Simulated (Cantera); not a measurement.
An isothermal, constant-pressure homogeneous reactor starts with N2O : H2 : N2 = 1 : 0.033 : 0.6 (molar parts), at 1573 K and 100000 Pa.

Cantera simulation using GRI-Mech 3.0 (53 species, 325 reactions); the numbers are that mechanism's predictions, not measurements. GRI-Mech 3.0 was tuned for natural gas; its chemistry of N2O as a main component is partial and can be far from experiment. The temperature is held fixed by assumption; the heat of reaction is taken as removed at once.

One state of this run: x N2O = 1.29e-6; x H2 = 1.69e-7; x N2 = 0.725; x H2O = 0.0156; x O = 4.68e-6. x: mole fraction; the columns are a selection and need not sum to one.

Q: Which value of t (s) does it belong to?
A) 100
B) 9.53e-5
C) 3.00e-5
D) 0.0307

A: A, 100
